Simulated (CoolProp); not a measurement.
Properties of R365MFC along the isobar 1.01 bar (Tc = 186.9 °C, pc = 32.66 bar, ω = 0.377).

Model: reference Helmholtz-energy equation of state, Lemmon 2016, in CoolProp.

```tsv
T (°C)	phase	cp (kJ/(kg K))	fugacity coefficient
73.15	gas	1.093	[?]
92.35	gas	[?]	0.9758
111.55	gas	[?]	0.9798
130.75	gas	1.181	0.9829
149.95	gas	[?]	0.9853
169.15	gas	[?]	0.9873
188.45	gas	[?]	0.9889
207.65	gas	[?]	0.9902
226.85	gas	1.324	0.9914
```

Problem. Some entries are withheld; supply them.

Solution. 
- 73.15, fugacity coefficient: 0.9705
- 92.35, cp (kJ/(kg K)): 1.123
- 111.55, cp (kJ/(kg K)): 1.152
- 149.95, cp (kJ/(kg K)): 1.209
- 169.15, cp (kJ/(kg K)): 1.238
- 188.45, cp (kJ/(kg K)): 1.267
- 207.65, cp (kJ/(kg K)): 1.295
